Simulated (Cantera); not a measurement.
Input (Python, Cantera):

```python
import numpy as np
import cantera as ct

gas = ct.Solution("gri30.yaml")


def delay(T, t_max=10):
    gas.TPX = T, 61000, {'CH4': 1, 'C2H6': 0.16, 'C3H8': 0.17, 'O2': 1.79, 'N2': 11.1, 'CO2': 0.065}
    reactor = ct.IdealGasReactor(gas, clone=False)
    net = ct.ReactorNet([reactor])
    net.rtol, net.atol = 1e-8, 1e-16
    while net.time < t_max:
        t_old, T_old = net.time, reactor.T
        net.step()
        if reactor.T > T + 400:  # ignition: a rise of 400 K
            return t_old + (T + 400 - T_old) / (reactor.T - T_old) * (net.time - t_old)
    return np.nan


taus = []
for T in [1025, 1100, 1175, 1250, 1325, 1400, 1475, 1550, 1625, 1700]:
    taus.append(delay(T))
    print(f"T0 = {T:6g} K   tau = {taus[-1]:.4e} s")
```

Output:

```
T0 =   1025 K   tau = 1.2072e-01 s
T0 =   1100 K   tau = 3.6584e-02 s
T0 =   1175 K   tau = 1.1503e-02 s
T0 =   1250 K   tau = 3.8805e-03 s
T0 =   1325 K   tau = 1.4666e-03 s
T0 =   1400 K   tau = 6.3194e-04 s
T0 =   1475 K   tau = 3.0948e-04 s
T0 =   1550 K   tau = 1.6985e-04 s
T0 =   1625 K   tau = 1.0260e-04 s
T0 =   1700 K   tau = 6.7032e-05 s
```

Detailed kinetics in Cantera: GRI-Mech 3.0 (53 species, 325 reactions). GRI-Mech 3.0 was tuned for natural gas; its chemistry of propane as a main component is partial and can be far from experiment.
